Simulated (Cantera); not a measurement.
Source: NASA polynomial tables (part measured, part estimated), evaluated in Cantera. Values are per mole of reaction as written; species without (g) are pure solids or liquids, kept so even where they would boil at 1 bar.

Problem. Between 300 and 2225 K, where is each reaction favourable under standard conditions?
- C + CaO → Ca + CO(g)

Solution. 
- C + CaO → Ca + CO(g): ΔG° is 466 kJ at 300 K and 91 kJ at 2225 K; it stays positive (K < 1). ΔH° is 520 kJ and ΔS° 193 J/K at 2225 K.
